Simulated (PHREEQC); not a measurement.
Solution A (0.0012 mol HF and 0.0023 mol KF per kg of water) is mixed with solution B (3.3 mmol/kgw Cu(BF4)2, 67 mmol/kgw HNO3 and 33 mmol/kgw KCl) at 25 °C; shares are by mass of water, 1 kg in all. O2 is buffered at 0.21 atm. The system is closed to CO2. Solids allowed: Cu(OH)2, Atacamite, Cu2(OH)3NO3, CuF2:2H2O. Others were left out.

Computed with PHREEQC (ion-association model, wateq4f.dat).

**Question.** Predict pH at share of solution B = 0.2, 0.4, 0.5, 0.7.

**Answer.** 
| share of solution B | pH |
|---|---|
| 0.2 | 1.99 |
| 0.4 | 1.67 |
| 0.5 | 1.57 |
| 0.7 | 1.42 |

Real BF4- forms and hydrolyses slowly; the run takes it at equilibrium.
